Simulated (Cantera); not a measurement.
An adiabatic, constant-pressure homogeneous reactor starts with CO : H₂ : CH₄ : O₂ : N₂ = 1 : 0.047 : 0.032 : 0.744 : 2.8 (molar parts), equivalence ratio 0.79, at 1798 K and 0.250 bar. Integrator tolerance rtol = 1e-08.

Cantera simulation using GRI-Mech 3.0 (53 species, 325 reactions); the numbers are that mechanism's predictions, not measurements.

Problem. What does this change do: pressure from 0.250 bar to 10.0 bar?

Solution. 
| quantity | before | after |
|---|---|---|
| time of steepest temperature rise | 84.8 µs | 2.52 µs |
| temperature at 2.00 s | 2685 K | 2974 K |
| equilibrium temperature | 2685 K | 2974 K |
| x(CO) at 2.00 s | 0.0978 (gas-phase equilibrium 0.0978) | 0.0698 (gas-phase equilibrium 0.0698) |
| x(H₂) at 2.00 s | 0.00171 (gas-phase equilibrium 0.00171) | 0.00109 (gas-phase equilibrium 0.00109) |
| x(CH₄) at 2.00 s | <1e-12 (gas-phase equilibrium <1e-12) | <1e-12 (gas-phase equilibrium <1e-12) |
| x(CH₂) at 2.00 s | <1e-12 (gas-phase equilibrium <1e-12) | <1e-12 (gas-phase equilibrium <1e-12) |
| x(H₂O) at 2.00 s | 0.0161 (gas-phase equilibrium 0.0161) | 0.0196 (gas-phase equilibrium 0.0196) |
| x(H) at 2.00 s | 0.00447 (gas-phase equilibrium 0.00447) | 0.00153 (gas-phase equilibrium 0.00153) |

Problem. What does this change do: N2 2.8 to 7.9 parts?

Solution. 
```
quantity                                                            before                                      after
---------------------------------  ---------------------------------------  -----------------------------------------
time of steepest temperature rise                                  84.8 µs                                   0.172 ms
temperature at 2.00 s                                               2685 K                                     2427 K
equilibrium temperature                                             2685 K                                     2427 K
x(CO) at 2.00 s                      0.0978 (gas-phase equilibrium 0.0978)      0.0265 (gas-phase equilibrium 0.0265)
x(H₂) at 2.00 s                    0.00171 (gas-phase equilibrium 0.00171)  0.000503 (gas-phase equilibrium 0.000503)
x(CH₄) at 2.00 s                     <1e-12 (gas-phase equilibrium <1e-12)      <1e-12 (gas-phase equilibrium <1e-12)
x(CH₂) at 2.00 s                     <1e-12 (gas-phase equilibrium <1e-12)      <1e-12 (gas-phase equilibrium <1e-12)
x(H₂O) at 2.00 s                     0.0161 (gas-phase equilibrium 0.0161)    0.00950 (gas-phase equilibrium 0.00950)
x(H) at 2.00 s                     0.00447 (gas-phase equilibrium 0.00447)  0.000815 (gas-phase equilibrium 0.000815)
```
